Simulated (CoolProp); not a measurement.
Model: reference Helmholtz-energy equation of state, Thol 2022, in CoolProp.

Task: Give the vapour pressure (bar), vapour density (kg/m³) of saturated vinyl chloride at -8.35 °C.

Result: 
| T (°C) | p (bar) | vapour density (kg/m³) |
|---|---|---|
| -8.35 | 1.27 | 3.72 |
